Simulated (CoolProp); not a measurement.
A simple Rankine cycle with R245fa: condensing at 324.15 K, boiler at 3.15 MPa, turbine inlet 433.9 K, turbine efficiency 0.8, pump efficiency 0.8, no recuperator. Each further row changes one setting.

Values from CoolProp's reference Helmholtz-energy equation of state, Akasaka 2015.

```tsv
case	thermal efficiency (%)	net work (kJ/kg)	heat in (kJ/kg)	turbine exit temperature (K)	volume ratio over the turbine
as stated	…	31.9	249	365.9	11.2
condensing temperature 316.15 K	13.8	…	260	…	14.4
boiler pressure 2.2 MPa	…	30.3	…	384.9	6.76
turbine efficiency 0.7	11.1	…	249	370.1	11.4
```

Question: Some entries are withheld; supply them.

Answer: 
- as stated, thermal efficiency (%): 12.8
- condensing temperature 316.15 K, net work (kJ/kg): 36.0
- condensing temperature 316.15 K, turbine exit temperature (K): 360.6
- boiler pressure 2.2 MPa, thermal efficiency (%): 11.3
- boiler pressure 2.2 MPa, heat in (kJ/kg): 267
- turbine efficiency 0.7, net work (kJ/kg): 27.5
